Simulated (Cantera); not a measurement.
Input (Python, Cantera) and output of one run.

```python
import numpy as np
import cantera as ct

gas_names = """
    CL CL2 H HCL H2 N NH NH2 NH3 N2 N2H2 N2H4 Si SiCL SiCL2 SiCL3 SiCL4 SiH SiHCL3 SiH2 SiH2CL2 SiH3
    SiH3CL SiH4 SiN Si2 Si2N Si3
""".split()
cond_names = """
    NH4CL(a) NH4CL(b) Si(cr) Si(L) Si3N4(a)
""".split()


def load(file, names, dense=False):
    # The tables refer to 1 bar. Condensed volumes are neglected.
    table = {s.name: s for s in ct.Species.list_from_file(file)}
    out = []
    for n in names:
        d = dict(table[n].input_data)
        d["thermo"] = dict(d["thermo"], **{"reference-pressure": 1e5})
        if dense:
            d["equation-of-state"] = {"model": "constant-volume", "density": "1e6 g/cm^3"}
        out.append(ct.Species.from_dict(d))
    return out


gas = ct.Solution(thermo="ideal-gas", species=load("nasa_gas.yaml", gas_names))
cond = {s.name: ct.Solution(thermo="fixed-stoichiometry", species=[s], name=s.name)
        for s in load("nasa_condensed.yaml", cond_names, dense=True)}
atoms = {
    'SiH2Cl2': {'Si': 1, 'H': 2, 'CL': 2},
    'Cl2': {'CL': 2},
    'N2': {'N': 2},
}
top_T = {'Si3N4(a)': 2400}  # K; cautious upper limits of use, not melting points


def equilibrate(T, P, feed):
    n = {}
    for name, mol in feed.items():
        for a, k in atoms[name].items():
            n[a] = n.get(a, 0.0) + k * mol
    gas.TPX = T, P, n
    mass = sum(n.values()) * gas.mean_molecular_weight
    gas.equilibrate("TP")
    valid = [c for c in cond.values() if c.min_temp <= T <= top_T.get(c.name, c.max_temp)]
    mix = ct.Mixture([(gas, mass / gas.mean_molecular_weight)] + [(c, 0.0) for c in valid])
    mix.T, mix.P = T, P
    mix.equilibrate("TP", solver="vcs", rtol=1e-11, max_steps=5000)
    return mix


results = []
T = 1725  # K
P = 720  # Pa
for m in [10, 17, 24, 31, 37, 44, 51, 58, 65]:
    feed = {'SiH2Cl2': 1, 'Cl2': 0.0066, 'N2': m}  # mol
    mix = equilibrate(T, P, feed)
    results.append((T, P, feed, dict(zip(mix.species_names, mix.species_moles))))

top = {s: max(r[3][s] / sum(r[3][g] for g in gas_names) for r in results) for s in gas_names}
cols = sorted((s for s in top if top[s] > 1e-06), key=lambda s: -top[s])[:5]
seen = [c for c in cond_names if any(r[3].get(c, 0) > 1e-12 for r in results)]
print("log10 of partial pressures in bar; condensed amounts in mol")
print(f"{'n(N2)':>10s}" + "".join(f"{s[:9]:>10s}" for s in cols + seen))
for T, P, feed, n in results:
    ng = sum(n[g] for g in gas_names)
    print(f"{feed['N2']:10.4g}" + "".join(f"{np.log10(max(n[s] / ng * P / 1e5, 1e-99)):10.3f}" for s in cols)
          + "".join(f"{n.get(c, 0):10.4g}" for c in seen))
```

Output:

```
log10 of partial pressures in bar; condensed amounts in mol
     n(N2)        N2        H2     SiCL2       HCL     SiCL3  Si3N4(a)
        10    -2.223    -3.351    -3.354    -3.492    -5.318   0.08725
        17    -2.192    -3.556    -3.558    -3.686    -5.613   0.08852
        24    -2.178    -3.695    -3.696    -3.820    -5.816   0.08895
        31    -2.170    -3.800    -3.801    -3.923    -5.970   0.08912
        37    -2.166    -3.874    -3.874    -3.994    -6.078   0.08915
        44    -2.162    -3.947    -3.946    -4.066    -6.185   0.08913
        51    -2.160    -4.009    -4.008    -4.127    -6.277   0.08906
        58    -2.158    -4.063    -4.062    -4.180    -6.358   0.08896
        65    -2.156    -4.112    -4.110    -4.228    -6.430   0.08885
```

These are equilibrium values from Cantera (NASA tables, ideal gas, pure condensed phases), not measurements of a reactor. The tables' values for SiCl3, SiCl are old estimates; treat these amounts as uncertain.
